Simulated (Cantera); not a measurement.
Charge: 1 mol SiO₂, 13 mol CO, 0.2 mol H₂, at 2225 K and 1.00 bar.

Cantera equilibrium calculation (NASA polynomials, part measured and part estimated; ideal gas, pure solids and liquids). Candidate condensed phases: C, C₆H₆, C₇H₈, C₈H₁₈, H₂O, Si, SiC, SiO₂; 123 gas species. The tables hold silica as quartz up to 1696 K and as liquid above; real silica turns to tridymite and cristobalite and melts near 1996 K. Equilibrium is a limit: real reactors are often held back by kinetics, nucleation or transport.

Base state: CO 0.950, SiO 0.0178, CO₂ 0.0165, H₂ 0.0133, H₂O 0.00124, H 0.000746, OH 1.01e-5 (mole fractions); condensed: SiO₂(l).

Task: What changes in the equilibrium state with this change: temperature from 2225 K to 1100 K?

Result: 
```
species                before    after
-------------------  --------  -------
CO                      0.950    0.911
CO₂                    0.0165   0.0732
H₂                     0.0133   0.0150
SiO                    0.0178    <1e-9
H                    0.000746  3.17e-9
OH                    1.01e-5    <1e-9
H₂O                   0.00124  0.00122
SiO₂(l), mol            0.761        0
C(graphite), mol            0    0.914
SiO₂(β-quartz), mol         0     1.00
```
